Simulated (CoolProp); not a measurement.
Vapour-liquid equilibrium of propane (1) + c-C4F8 (RC318) (2) at 259.5 K; x and y are mole fractions of (1).

Values from CoolProp's multi-fluid Helmholtz-energy mixture model, Lemmon 2009 and Platzer 1990; pair parameters Bell 2016. This equation is an older, rougher fit; its heat capacities, sound speeds and derivatives of the liquid may be far off and weren't checked against measurements.

| x | bubble pressure, mixture model (MPa) | bubble pressure, Raoult's law (MPa) | y, mixture model | y, Raoult's law |
|---|---|---|---|---|
| 0.05 | 0.1134 | 0.08454 | 0.376 | 0.181 |
| 0.15 | 0.1786 | 0.1078 | 0.630 | 0.425 |
| 0.25 | 0.2234 | 0.1310 | 0.723 | 0.583 |
| 0.35 | 0.2517 | 0.1543 | 0.769 | 0.693 |
| 0.45 | 0.2690 | 0.1776 | 0.796 | 0.774 |
| 0.55 | 0.2801 | 0.2008 | 0.815 | 0.837 |
| 0.65 | 0.2886 | 0.2241 | 0.832 | 0.886 |
| 0.75 | 0.2961 | 0.2473 | 0.855 | 0.926 |
| 0.85 | 0.3029 | 0.2706 | 0.889 | 0.960 |
| 0.95 | 0.3066 | 0.2938 | 0.951 | 0.988 |

The largest gap from Raoult's law is +70.5 % in bubble pressure, at x = 0.25. No azeotrope shows between x = 0.05 and 0.95.

The pair parameters rest on a limited set of measurements; away from them the model extrapolates. With so large a gap from Raoult's law the liquid may split in two, which this calculation doesn't test in full.
